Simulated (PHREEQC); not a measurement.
Dissolve 0.00097 mol ZnSO4, 0.0018 mol NaCl and 9.9e-05 mol H2SO4 per kg of water at 30 °C. Closed to the air; pH follows from the charge balance.

Model: ion-association model, wateq4f.dat, run in PHREEQC.

Q: The ionic strength comes out as 0.00550 mol/kgw. What activity coefficients do SO4-2, HSO4-, Na+, NaSO4-, ZnCl+ get?

A: SO4-2 0.73, HSO4- 0.92, Na+ 0.92, NaSO4- 0.92, ZnCl+ 0.92.

This is a speciation only: nothing precipitates in the calculation.
